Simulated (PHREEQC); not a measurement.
A made-up water analysis in mg/L, 25 °C, pH 3.45, pe 8.2: Na 1610; K 398; Ca 39.4; Mg 6.36; Cl 604; S(6) as SO4 3380; Cu(2) 83.2; Zn 20.6; Li 4.62; Pb 17.2.

Valence states are taken as typed.

All values are PHREEQC results (ion-association model, phreeqc.dat), not measurements.

No solid was allowed to form.

**Question.** Order these Ca species by the share of Ca that they hold, largest first: CaHSO4+, Ca+2, CaSO4.

**Answer.** Ca+2 (59 %), CaSO4 (41 %), CaHSO4+ (0.13 %)

The pH is 3.45 and the ionic strength 0.112 mol/kgw. Saturation is exceeded, for instance for Anglesite; the values hold only as long as no solid forms.
